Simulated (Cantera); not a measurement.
A closed system holds: 1 mol Hg, 0.21 mol O₂, 0.25 mol H₂, held at 602 °C and 0.00470 bar.

These are equilibrium values from Cantera (NASA tables, ideal gas, pure condensed phases), not measurements of a reactor. Candidate condensed phases: H₂O, Hg, HgO; 10 gas species. The numbers say what is thermodynamically allowed, not how fast it happens.

Base state: Hg 0.749, H₂O 0.187, O₂ 0.0637 (mole fractions); condensed: gas only.

Task: What changes in the equilibrium state with this change: 0.011 mol NH₃ added?

Result: 
```
species  before    after
-------  ------  -------
Hg        0.749    0.741
H₂O       0.187    0.198
O₂       0.0637   0.0569
N₂            0  0.00408
```
